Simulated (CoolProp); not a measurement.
A simple Rankine cycle with R11: condensing at 293.15 K, boiler at 2.11 MPa, turbine inlet 499 K, turbine efficiency 0.7, pump efficiency 0.8, no recuperator. Each further row changes one setting.

Computed with CoolProp (reference Helmholtz-energy equation of state, Jacobsen 1992).

```
case                             thermal efficiency (%)  net work (kJ/kg)  heat in (kJ/kg)  turbine exit temperature (K)  volume ratio over the turbine
-------------------------------  ----------------------  ----------------  ---------------  ----------------------------  -----------------------------
as stated                                          17.3              51.7              298                         396.4                           21.9
condensing temperature 285.15 K                    18.4              56.2              305                         389.1                           29.2
boiler pressure 1.48 MPa                           15.9              48.3              304                         410.3                           15.1
turbine efficiency 0.6                             14.8              44.1              298                         408.2                           22.6
```
